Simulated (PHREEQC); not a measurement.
Dissolve 0.01 mol CuSO4, 0.0077 mol H2SO4 and 0.0098 mol H3BO3 per kg of water at 25 °C. Closed to the air; pH follows from the charge balance.

Computed with PHREEQC (ion-association model, wateq4f.dat).

This is a speciation only: nothing precipitates in the calculation.

### Question
Order these S species by the share of S that they hold, largest first: HSO4-, SO4-2, CuSO4.

### Answer
SO4-2 (54 %), HSO4- (28 %), CuSO4 (18 %)

The pH is 2.04 and the ionic strength 0.0403 mol/kgw.
